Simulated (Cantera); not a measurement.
A Cantera script and what it prints.

```python
import numpy as np
import cantera as ct

gas_names = [...]  # 113 gases of nasa_gas.yaml made of C, H, O, Ti
cond_names = """
    C(gr) C6H6(L) C7H8(L) C8H18(L),n-octa H2O(s) H2O(L) Ti(a) Ti(b) Ti(L) TiC(s) TiC(L) TiO(a) TiO(b)
    TiO(L) TiO2(ru) TiO2(L) Ti2O3(a) Ti2O3(b) Ti2O3(L) Ti3O5(a) Ti3O5(b) Ti3O5(L) Ti4O7(s) Ti4O7(L)
""".split()


# ... load() reads the species with a 1 bar reference pressure and builds the phases ...
atoms = {
    'Ti(OiPr)4': {'Ti': 1, 'C': 12, 'H': 28, 'O': 4},
    'H2O': {'H': 2, 'O': 1},
    'H2': {'H': 2},
}
top_T = {'C(gr)': 4500}  # K; cautious upper limits of use, not melting points


# ... equilibrate(T, P, feed) seeds the gas with the atoms and calls Mixture.equilibrate('TP', solver="vcs", rtol=1e-11, max_steps=5000) ...
results = []
feed = {'Ti(OiPr)4': 1, 'H2O': 0.23, 'H2': 150}  # mol
P = 320  # Pa
for T in [1850, 1875, 1900, 1925, 1950, 1975, 2000, 2025, 2050, 2075, 2100, 2125]:
    mix = equilibrate(T, P, feed)
    results.append((T, P, feed, dict(zip(mix.species_names, mix.species_moles))))

top = {s: max(r[3][s] / sum(r[3][g] for g in gas_names) for r in results) for s in gas_names}
cols = sorted((s for s in top if top[s] > 1e-05), key=lambda s: -top[s])[:9]
seen = [c for c in cond_names if any(r[3].get(c, 0) > 1e-12 for r in results)]
print("log10 of partial pressures in bar; condensed amounts in mol")
print(f"{'T/K':>10s}" + "".join(f"{s[:9]:>10s}" for s in cols + seen))
for T, P, feed, n in results:
    ng = sum(n[g] for g in gas_names)
    print(f"{T:10.4g}" + "".join(f"{np.log10(max(n[s] / ng * P / 1e5, 1e-99)):10.3f}" for s in cols)
          + "".join(f"{n.get(c, 0):10.4g}" for c in seen))
```

Output:

```
log10 of partial pressures in bar; condensed amounts in mol
       T/K        H2         H        CO C2H2,acet     C(gr)    TiC(s)
      1850    -2.510    -4.524    -4.097    -6.093     6.684         1
      1875    -2.511    -4.439    -4.097    -6.010     6.666         1
      1900    -2.512    -4.356    -4.098    -5.930     6.645         1
      1925    -2.513    -4.276    -4.099    -5.853     6.621         1
      1950    -2.515    -4.198    -4.099    -5.777     6.592         1
      1975    -2.517    -4.122    -4.100    -5.704     6.559         1
      2000    -2.519    -4.048    -4.101    -5.633     6.521         1
      2025    -2.521    -3.976    -4.102    -5.564     6.477    0.9999
      2050    -2.524    -3.906    -4.104    -5.498     6.428    0.9999
      2075    -2.527    -3.838    -4.105    -5.433     6.372    0.9998
      2100    -2.530    -3.772    -4.107    -5.371     6.308    0.9997
      2125    -2.534    -3.707    -4.109    -5.310     6.236    0.9996
```

Cantera equilibrium calculation (NASA polynomials, part measured and part estimated; ideal gas, pure solids and liquids). The feed counts by its element totals alone. TiC: taken at fixed stoichiometry.
